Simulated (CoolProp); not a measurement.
R404A at 458.01 K and 7.2 MPa is throttled through a valve to 2.08 MPa with no heat exchange. Each further row changes one setting.

Values from CoolProp's reference Helmholtz-energy equation of state, Lemmon 2003. It is a pseudo-pure fit of the blend.

```json
[
 {"case": "as stated", "temperature change (K)": "___", "final density (kg/m³)": "___"},
 {"case": "outlet pressure 0.624 MPa", "temperature change (K)": "-35.0", "final density (kg/m³)": "___"},
 {"case": "outlet pressure 2.7 MPa", "temperature change (K)": "___", "final density (kg/m³)": "___"}
]
```

Problem. Some entries are withheld; supply them.

Solution. 
- as stated, temperature change (K): -26.4
- as stated, final density (kg/m³): 62.3
- outlet pressure 0.624 MPa, final density (kg/m³): 17.8
- outlet pressure 2.7 MPa, temperature change (K): -22.9
- outlet pressure 2.7 MPa, final density (kg/m³): 82.5
